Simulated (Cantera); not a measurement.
Input: 1 mol BN, 1.8 mol Cl2, 12 mol H2, at 1350 °C and 1.00 bar.

Cantera equilibrium calculation (NASA polynomials, part measured and part estimated; ideal gas, pure solids and liquids). Candidate condensed phases: B, BN, NH4Cl; 21 gas species. The tables' values for BCl2 are old estimates; treat these amounts as uncertain. Gases not in the tables: BHCl2. Rates play no part.

Base state: H2 0.740, HCl 0.258, BCl3 0.000770, N2 0.000395, H 5.95e-5, Cl 1.64e-5, BCl2 1.59e-5 (mole fractions); condensed: BN(s).

Task: What changes in the equilibrium state with this change: 0.49 mol HF added?

Result: 
```json
[
 {"species": "H2", "before": "0.740", "after": "0.727"},
 {"species": "HCl", "before": "0.258", "after": "0.251"},
 {"species": "HF", "before": "0", "after": "0.00807"},
 {"species": "BF3", "before": "0", "after": "0.00783"},
 {"species": "BHF2", "before": "0", "after": "0.00113"},
 {"species": "BF2", "before": "0", "after": "0.000222"},
 {"species": "BF", "before": "0", "after": "1.13e-5"},
 {"species": "BClF", "before": "0", "after": "1.04e-5"},
 {"species": "N2", "before": "0.000395", "after": "0.00471"},
 {"species": "BN(s), mol", "before": "0.989", "after": "0.865"}
]
```
The tables' values for BF2, BClF are old estimates; treat these amounts as uncertain.
